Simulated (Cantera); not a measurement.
What does this Cantera script print?

```python
import numpy as np
import cantera as ct

gas_names = """
    H HNO HNO2 HNO3 HO2 H2 H2O H2O2 N NH NH2 NH3 NH2OH NO NO2 NO3 N2 N2H2 N2H4 N2O O OH O2 O3 Si SiH
    SiH2 SiH3 SiH4 SiN SiO SiO2 Si2 Si2N Si3
""".split()
cond_names = """
    H2O(s) H2O(L) Si(cr) Si(L) SiO2(Lqz) SiO2(hqz) SiO2(L) Si2N2O(s) Si3N4(a)
""".split()


# ... load() reads the species with a 1 bar reference pressure and builds the phases ...
atoms = {
    'Si': {'Si': 1},
    'H2O': {'H': 2, 'O': 1},
    'N2': {'N': 2},
}
top_T = {'Si2N2O(s)': 2100, 'Si3N4(a)': 2400}  # K; cautious upper limits of use, not melting points


# ... equilibrate(T, P, feed) seeds the gas with the atoms and calls Mixture.equilibrate('TP', solver="vcs", rtol=1e-11, max_steps=5000) ...
results = []
T = 1048  # K
P = 13332.2  # Pa
for m in [0.28, 0.32, 0.37, 0.43, 0.5, 0.58, 0.67, 0.78, 0.9, 1, 1.2]:
    feed = {'Si': 1, 'H2O': m, 'N2': 14}  # mol
    mix = equilibrate(T, P, feed)
    results.append((T, P, feed, dict(zip(mix.species_names, mix.species_moles))))

top = {s: max(r[3][s] / sum(r[3][g] for g in gas_names) for r in results) for s in gas_names}
cols = sorted((s for s in top if top[s] > 0.0001), key=lambda s: -top[s])[:5]
seen = [c for c in cond_names if any(r[3].get(c, 0) > 1e-12 for r in results)]
print("log10 of partial pressures in bar; condensed amounts in mol")
print(f"{'n(H2O)':>10s}" + "".join(f"{s[:9]:>10s}" for s in cols + seen))
for T, P, feed, n in results:
    ng = sum(n[g] for g in gas_names)
    print(f"{feed['H2O']:10.4g}" + "".join(f"{np.log10(max(n[s] / ng * P / 1e5, 1e-99)):10.3f}" for s in cols)
          + "".join(f"{n.get(c, 0):10.4g}" for c in seen))
```

It prints:

```
log10 of partial pressures in bar; condensed amounts in mol
    n(H2O)        N2        H2 SiO2(hqz) Si2N2O(s)  Si3N4(a)
      0.28    -0.884    -2.565         0      0.28    0.1467
      0.32    -0.885    -2.509         0      0.32      0.12
      0.37    -0.887    -2.448         0      0.37   0.08667
      0.43    -0.889    -2.385         0      0.43   0.04667
       0.5    -0.891    -2.322         0       0.5 3.576e-11
      0.58    -0.893    -2.261    0.0533    0.4734         0
      0.67    -0.896    -2.202    0.1133    0.4434         0
      0.78    -0.899    -2.141    0.1866    0.4067         0
       0.9    -0.903    -2.083    0.2666    0.3667         0
         1    -0.906    -2.041    0.3333    0.3334         0
       1.2    -0.911    -1.970    0.4666    0.2667         0
```

These are equilibrium values from Cantera (NASA tables, ideal gas, pure condensed phases), not measurements of a reactor. N2 is the only nitrogen source here; it is nearly inert below about 1500 K, so the nitride shown seldom forms there in practice. Mutual solubility and eutectic melting of coexisting phases are not modelled.
